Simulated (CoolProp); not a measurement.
R1336mzz(Z) along the isobar 6.81 MPa: fugacity coefficient from the reference equation and from simpler models built on Tc = 444.5 K, pc = 2.904 MPa, ω = 0.386; each cubic takes its own stable root.

Computed with CoolProp (reference Helmholtz-energy equation of state, McLinden 2020).

| T (K) | phase | reference |
|---|---|---|
| 394.5 | liquid | 0.1697 |
| 404.7 | liquid | 0.2003 |
| 414.9 | liquid | 0.2334 |
| 425.1 | liquid | 0.2686 |
| 435.3 | liquid | 0.3057 |
| 445.5 | supercritical | 0.3441 |
| 455.7 | supercritical | 0.3834 |
| 465.9 | supercritical | 0.4229 |

Question: How far does each simpler model (van der Waals, Redlich-Kwong, Soave-Redlich-Kwong, Peng-Robinson) lie from the reference over these 8 states: mean and median of the absolute difference, and the worst?

Answer: 
- van der Waals: mean 33.6 %, median 29.7 %, worst +70.7 % at 394.5 K and 6.81 MPa
- Redlich-Kwong: mean 14.2 %, median 12.9 %, worst +29.7 % at 394.5 K and 6.81 MPa
- Soave-Redlich-Kwong: mean 8.1 %, median 8.3 %, worst +8.6 % at 404.7 K and 6.81 MPa
- Peng-Robinson: mean 1.8 %, median 1.9 %, worst +2.2 % at 394.5 K and 6.81 MPa
